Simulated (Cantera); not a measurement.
Input: 1 mol Si₃H₈, 19 mol N₂, at 20.3 Torr.

Method: chemical equilibrium by Gibbs-energy minimisation in Cantera with the NASA 1993 tables (ideal gas, pure condensed phases). Candidate condensed phases: Si, Si₃N₄; 18 gas species. The feed counts by its element totals alone. N₂ is the only nitrogen source here; it is nearly inert below about 1500 K, so the nitride shown seldom forms there in practice. Rates play no part. All values below are at 1473 K.

Base state: N₂ 0.810, H₂ 0.190, H 3.36e-5 (mole fractions); condensed: Si₃N₄(s).

Task: What changes in the equilibrium state with this change: Si₃H₈ replaced by SiH₂Cl₂?

Result: 
```tsv
species	before	after
N₂	0.810	0.905
HCl	0	0.0653
H₂	0.190	0.0162
SiCl₂	0	0.00896
SiCl₃	0	0.00224
SiCl₄	0	0.00192
SiHCl₃	0	4.49e-5
Si₃N₄(s), mol	1.00	0.244
```
The tables' values for SiCl₃ are old estimates; treat these amounts as uncertain. Further candidate phases: NH₄Cl.
